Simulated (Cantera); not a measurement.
Standard-state values (1 bar) from the NASA 1993 polynomials, evaluated with Cantera. Values are per mole of reaction as written; species without (g) are pure solids or liquids, kept so even where they would boil at 1 bar.

5 C + 2 Fe + 5 CO2(g) → 2 Fe(CO)5(g)

| T (K) | ΔH° (kJ) | ΔS° (J/K) | ΔG° (kJ) | log10 K |
|---|---|---|---|---|
| 2700 | 481.1 | -257.1 | 1175.2 | -22.73 |
| 2750 | (withheld) | (withheld) | (withheld) | (withheld) |
| 2800 | 478.6 | -258.0 | 1200.9 | -22.40 |
| 2850 | (withheld) | (withheld) | (withheld) | (withheld) |
| 2900 | 476.1 | -258.9 | 1226.7 | -22.10 |
| 2950 | (withheld) | (withheld) | (withheld) | (withheld) |

Q: What belongs in the gaps?

A: 
- 2750, ΔH° (kJ): 479.9
- 2750, ΔS° (J/K): -257.5
- 2750, ΔG° (kJ): 1188.0
- 2750, log10 K: -22.57
- 2850, ΔH° (kJ): 477.3
- 2850, ΔS° (J/K): -258.4
- 2850, ΔG° (kJ): 1213.8
- 2850, log10 K: -22.25
- 2950, ΔH° (kJ): 474.8
- 2950, ΔS° (J/K): -259.3
- 2950, ΔG° (kJ): 1239.7
- 2950, log10 K: -21.95
